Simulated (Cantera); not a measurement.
Standard-state values (1 bar) from the NASA 1993 polynomials, evaluated with Cantera. Values are per mole of reaction as written; species without (g) are pure solids or liquids, kept so even where they would boil at 1 bar.

2 Fe(CO)5(g) + 8 C2H6(g) → 2 Fe(OH)3 + 4 C2H5OH(g) + 9 C2H2(g), with ΔH° = 1575.5 kJ and ΔS° = 428.0 J/K at 300 K.

How far is the shortcut ΔG° ≈ ΔH°(300 K) − T·ΔS°(300 K) from the full temperature-dependent value at 450, 600, 750, 900, 1050, 1200, 1350, 1500 K?


| T (K) | shortcut (kJ) | full (kJ) | difference (kJ) | difference in log10 K |
|---|---|---|---|---|
| 450 | 1382.8 | 1379.4 | 3.5 | -0.40 |
| 600 | 1318.6 | 1306.1 | 12.6 | -1.09 |
| 750 | 1254.4 | 1228.8 | 25.6 | -1.78 |
| 900 | 1190.2 | 1148.9 | 41.3 | -2.40 |
| 1050 | 1126.0 | 1067.2 | 58.8 | -2.93 |
| 1200 | 1061.8 | 984.0 | 77.8 | -3.39 |
| 1350 | 997.6 | 899.7 | 97.9 | -3.79 |
| 1500 | 933.4 | 814.6 | 118.8 | -4.14 |
The shortcut ignores the heat-capacity change of the reaction.
